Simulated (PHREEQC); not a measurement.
Make-up at 25 °C: 7.3 mmol/kgw H3PO4 and 6.3 mmol/kgw NH3. Closed to the air; pH follows from the charge balance.

Computed with PHREEQC (ion-association model, phreeqc.dat).

| quantity | before | after |
|---|---|---|
| pH | 3.30 | 3.28 |
| ionic strength (mol/kgw) | 0.00684 | 0.00687 |
| H2PO4- (mol/kgw) | 0.00684 | 0.00687 |
| HPO4-2 (mol/kgw) | 1.10e-6 | 9.85e-7 |
| NH3 (mol/kgw) | 6.55e-9 | 2.99e-9 |

### Question
What was changed between the two runs?
A. temperature from 25 to 15 °C
B. 0.001 mol/kgw TMAH added
C. 9.4e-05 mol/kgw HBr added
D. NH3 from 0.0063 to 0.063 mol/kgw
E. H3PO4 from 0.0073 to 0.0109 mol/kgw

### Answer
A, temperature from 25 to 15 °C

No solid was allowed to form.
